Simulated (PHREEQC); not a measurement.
Solution (35 °C): 0.12 mol KCl and 0.2 mol H3BO3 per kg of water. Closed to the air; pH follows from the charge balance.

All values are PHREEQC results (ion-association model, phreeqc.dat), not measurements.

pH: 4.91
ionic strength: 0.120 mol/kgw
activity of water: 0.993
specific conductance: 18300 µS/cm
density: 1.004 g/cm³

```csv
species,molality,activity,log γ
H3BO3,0.200,0.206,0.012
Cl-,0.120,0.0900,-0.125
K+,0.120,0.0896,-0.127
H+,1.50e-5,1.22e-5,-0.089
H2BO3-,1.50e-5,1.15e-5,-0.115
OH-,2.28e-9,1.70e-9,-0.128
```

This is a speciation only: nothing precipitates in the calculation. Complexes and solids missing from the database can't appear.
